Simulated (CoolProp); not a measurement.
Vapour-liquid equilibrium of cyclohexane (1) + toluene (2) at 10.7 bar; x and y are mole fractions of (1).

Computed with CoolProp (multi-fluid Helmholtz-energy mixture model, Zhou 2014 and Lemmon 2006; pair parameters Bell 2016).

### Question
Give the bubble temperature and the first vapour's composition at x = 0.05, 0.65, 0.8. Is there an azeotrope?

### Answer
x = 0.05: 491.2 K, y = 0.083; x = 0.65: 467.3 K, y = 0.737; x = 0.8: 463.5 K, y = 0.852. No azeotrope shows between x = 0.05 and 0.95.

Pair parameters are fitted to limited data, so mixtures are less certain than the pure fluids.
